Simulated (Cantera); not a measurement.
# Hydrocarbon pyrolysis for carbon deposition

An isothermal, constant-pressure homogeneous reactor starts with 4.90 % CH₄, 88.2 % N₂, 6.86 % H₂O, at 1623 K and 760 Torr.

Model: GRI-Mech 3.0 (53 species, 325 reactions), integrated in Cantera.

```json
[
 {"t (s)": "5.00e-5", "x CH₄": "0.0490", "x C₂H": "<1e-12", "x CH₃": "1.73e-5", "x HCN": "<1e-12", "x C₂H₄": "1.91e-8", "x H₂": "8.73e-6", "x C₂H₆": "5.87e-8"},
 {"t (s)": "0.000183", "x CH₄": "0.0490", "x C₂H": "<1e-12", "x CH₃": "5.95e-5", "x HCN": "<1e-12", "x C₂H₄": "9.12e-7", "x H₂": "3.40e-5", "x C₂H₆": "2.30e-6"},
 {"t (s)": "0.000671", "x CH₄": "0.0487", "x C₂H": "<1e-12", "x CH₃": "0.000152", "x HCN": "9.12e-12", "x C₂H₄": "2.77e-5", "x H₂": "0.000174", "x C₂H₆": "3.93e-5"},
 {"t (s)": "0.00246", "x CH₄": "0.0473", "x C₂H": "8.23e-11", "x CH₃": "0.000284", "x HCN": "2.37e-10", "x C₂H₄": "0.000439", "x H₂": "0.00143", "x C₂H₆": "0.000187"},
 {"t (s)": "0.00902", "x CH₄": "0.0408", "x C₂H": "2.71e-9", "x CH₃": "0.000266", "x HCN": "4.59e-9", "x C₂H₄": "0.00153", "x H₂": "0.00989", "x C₂H₆": "0.000168"},
 {"t (s)": "0.0330", "x CH₄": "0.0288", "x C₂H": "9.34e-9", "x CH₃": "0.000160", "x HCN": "2.70e-8", "x C₂H₄": "0.000538", "x H₂": "0.0286", "x C₂H₆": "5.61e-5"},
 {"t (s)": "0.121", "x CH₄": "0.0148", "x C₂H": "1.54e-8", "x CH₃": "7.87e-5", "x HCN": "1.01e-7", "x C₂H₄": "0.000174", "x H₂": "0.0507", "x C₂H₆": "1.26e-5"},
 {"t (s)": "0.444", "x CH₄": "0.00626", "x C₂H": "1.77e-8", "x CH₃": "3.40e-5", "x HCN": "2.74e-7", "x C₂H₄": "0.000128", "x H₂": "0.0695", "x C₂H₆": "2.19e-6"},
 {"t (s)": "1.63", "x CH₄": "0.00411", "x C₂H": "1.21e-8", "x CH₃": "2.01e-5", "x HCN": "5.32e-7", "x C₂H₄": "0.000113", "x H₂": "0.0884", "x C₂H₆": "7.48e-7"},
 {"t (s)": "5.96", "x CH₄": "0.00261", "x C₂H": "5.19e-9", "x CH₃": "1.12e-5", "x HCN": "7.17e-7", "x C₂H₄": "6.80e-5", "x H₂": "0.111", "x C₂H₆": "2.30e-7"},
 {"t (s)": "21.8", "x CH₄": "0.00112", "x C₂H": "1.12e-9", "x CH₃": "4.40e-6", "x HCN": "6.84e-7", "x C₂H₄": "1.82e-5", "x H₂": "0.129", "x C₂H₆": "3.68e-8"},
 {"t (s)": "80.0", "x CH₄": "0.000199", "x C₂H": "3.55e-11", "x CH₃": "7.61e-7", "x HCN": "5.32e-7", "x C₂H₄": "6.23e-7", "x H₂": "0.135", "x C₂H₆": "1.11e-9"}
]
```
x: mole fraction; the columns are a selection and need not sum to one.

Equilibrium at this temperature and pressure: CH₄ 7.46e-9, C₂H <1e-12, CH₃ 2.84e-11, HCN 2.90e-7, C₂H₄ <1e-12, H₂ 0.136, C₂H₆ <1e-12 (gas phase only).
